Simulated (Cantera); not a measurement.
A closed system holds: 1 mol PbO, 0.43 mol CO, 0.69 mol N₂, equilibrated at 0.133 bar.

Method: chemical equilibrium by Gibbs-energy minimisation in Cantera with the NASA 1993 tables (ideal gas, pure condensed phases). Candidate condensed phases: C, Pb, PbO, PbO₂, Pb₃O₄; 27 gas species. Each liquid is taken as pure. Mutual solubility and eutectic melting of coexisting phases are not modelled. Gases not in the tables: (PbO)n polymers. Kinetics and transport are ignored.

Question: Which condensed phases are stable at each of these points (T (°C)): 800, 875, 950, 1025, 1100, 1175, 1250, 1325?

Answer: 
| T (°C) | condensed phases | Pb condensed (%) |
|---|---|---|
| 800 | Pb(l) + PbO(yellow) | 99.9 |
| 875 | Pb(l) + PbO(yellow) | 99.7 |
| 950 | Pb(l) + PbO(l) | 99.1 |
| 1025 | Pb(l) + PbO(l) | 97.4 |
| 1100 | Pb(l) + PbO(l) | 92.9 |
| 1175 | Pb(l) + PbO(l) | 81.3 |
| 1250 | Pb(l) + PbO(l) | 47.9 |
| 1325 | PbO(l) | 15.0 |

From 800 °C to 875 °C the condensed part is Pb(l) + PbO(yellow). From 950 °C to 1250 °C the condensed part is Pb(l) + PbO(l). At 1325 °C the condensed part is PbO(l). The share of Pb in condensed phases is highest at 800 °C (99.9 %) and lowest at 1325 °C (15.0 %).
